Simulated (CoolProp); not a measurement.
Vapour-liquid equilibrium of n-hexane (1) + m-xylene (2) at 342.5 K; x and y are mole fractions of (1).

Model: multi-fluid Helmholtz-energy mixture model, Thol 2019 and Zhou 2012; pair parameters Bell 2016, in CoolProp.

| x | bubble pressure (kPa) | y at the bubble point | dew pressure at overall composition x (kPa) | liquid density (mol/L) |
|---|---|---|---|---|
| 0.05 | 14.92 | 0.370 | 10.33 | 7.709 |
| 0.15 | 26.29 | 0.680 | 11.43 | 7.659 |
| 0.25 | 38.28 | 0.806 | 12.78 | 7.604 |
| 0.35 | 49.79 | 0.869 | 14.51 | 7.544 |
| 0.45 | 60.18 | 0.906 | 16.78 | 7.481 |
| 0.55 | 69.23 | 0.930 | 19.90 | 7.415 |
| 0.65 | 77.14 | 0.947 | 24.48 | 7.347 |
| 0.75 | 84.36 | 0.962 | 31.85 | 7.278 |
| 0.85 | 91.46 | 0.976 | 45.67 | 7.209 |
| 0.95 | 99.12 | 0.991 | 78.39 | 7.142 |

No azeotrope shows between x = 0.05 and 0.95.

The pair parameters rest on a limited set of measurements; away from them the model extrapolates.
